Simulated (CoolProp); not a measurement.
Properties of propylene along the isotherm 119.65 °C.

Model: reference Helmholtz-energy equation of state, Lemmon 2013, in CoolProp.

```json
[
 {"p (kPa)": "4140", "phase": "gas", "density (kg/m³)": "75.67", "cv (kJ/(kg K))": "1.818", "Prandtl number": "1.01"},
 {"p (kPa)": "8280", "phase": "supercritical", "density (kg/m³)": "298.0", "cv (kJ/(kg K))": "1.918", "Prandtl number": "2.45"},
 {"p (kPa)": "12400", "phase": "supercritical", "density (kg/m³)": "373.6", "cv (kJ/(kg K))": "1.860", "Prandtl number": "2.04"},
 {"p (kPa)": "16600", "phase": "supercritical", "density (kg/m³)": "407.0", "cv (kJ/(kg K))": "1.846", "Prandtl number": "1.96"},
 {"p (kPa)": "20700", "phase": "supercritical", "density (kg/m³)": "428.6", "cv (kJ/(kg K))": "1.842", "Prandtl number": "1.94"},
 {"p (kPa)": "24800", "phase": "supercritical", "density (kg/m³)": "445.1", "cv (kJ/(kg K))": "1.842", "Prandtl number": "1.94"},
 {"p (kPa)": "29000", "phase": "supercritical", "density (kg/m³)": "458.8", "cv (kJ/(kg K))": "1.843", "Prandtl number": "1.95"},
 {"p (kPa)": "33100", "phase": "supercritical", "density (kg/m³)": "470.1", "cv (kJ/(kg K))": "1.845", "Prandtl number": "1.96"},
 {"p (kPa)": "37300", "phase": "supercritical", "density (kg/m³)": "480.3", "cv (kJ/(kg K))": "1.848", "Prandtl number": "1.97"},
 {"p (kPa)": "41400", "phase": "supercritical", "density (kg/m³)": "489.0", "cv (kJ/(kg K))": "1.851", "Prandtl number": "1.99"},
 {"p (kPa)": "45500", "phase": "supercritical", "density (kg/m³)": "497.0", "cv (kJ/(kg K))": "1.854", "Prandtl number": "2.00"}
]
```

Viscosity comes from a separate model (Huber 2003), an estimate that may be off by 10 % or more. Thermal conductivity comes from a separate model (Huber 2003), an estimate that may be off by 10 % or more.
